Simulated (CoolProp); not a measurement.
n-perfluorohexane along the isobar 373 kPa: density (kg/m³) from the reference equation and from simpler models built on Tc = 174.9 °C, pc = 1742 kPa, ω = 0.497; each cubic takes its own stable root.

The numbers come from the reference Helmholtz-energy equation of state, Gao 2022 in CoolProp.

| T (°C) | phase | reference |
|---|---|---|
| 24.25 | liquid | 1680 |
| 35.15 | liquid | 1648 |
| 46.05 | liquid | 1615 |
| 56.95 | liquid | 1581 |
| 67.85 | liquid | 1545 |
| 78.75 | liquid | 1508 |
| 89.65 | liquid | 1468 |
| 100.55 | liquid | 1424 |
| 111.45 | gas | 46.22 |
| 122.35 | gas | 44.11 |
| 133.25 | gas | 42.26 |
| 144.15 | gas | 40.61 |
| 155.05 | gas | 39.13 |
| 165.95 | gas | 37.79 |
| 176.85 | gas | 36.56 |

Question: How far does each simpler model (van der Waals, Soave-Redlich-Kwong) lie from the reference over these 15 states: mean and median of the absolute difference, and the worst?

Answer: 
- van der Waals: mean 46.0 %, median 44.5 %, worst -96.8 % at 100.55 °C and 373 kPa
- Soave-Redlich-Kwong: mean 7.7 %, median 13.2 %, worst -16.2 % at 100.55 °C and 373 kPa

At some of these states van der Waals gives the other phase, because its saturation line lies elsewhere.
